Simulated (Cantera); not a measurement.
Input: 1 mol CH₂F₂, 0.17 mol CH₄, at 1925 K and 0.133 bar.

Equilibrium computed with Cantera from the NASA thermochemical tables; the gas is ideal and each condensed phase is pure. Candidate condensed phases: C, C₆H₆, C₇H₈, C₈H₁₈; 95 gas species. Equilibrium is a limit: real reactors are often held back by kinetics, nucleation or transport.

Base state: HF 0.854, H₂ 0.145, H 0.000996, C₂H₂ (acetylene) 6.62e-5 (mole fractions); condensed: C(graphite).

Q: What changes in the equilibrium state with this change: CH₂F₂ replaced by c-C₄F₈?

A: 
```tsv
species	before	after
CF₄	<1e-9	0.714
HF	0.854	0.268
CF₂	8.37e-9	0.0135
H₂	0.145	8.85e-9
CF₃	<1e-9	0.00220
C₂H₂ (acetylene)	6.62e-5	<1e-9
H	0.000996	2.46e-7
C(graphite), mol	1.17	2.32
```
The feed counts by its element totals alone. Gases not in the tables: C₂F₆ and larger saturated fluorocarbons.
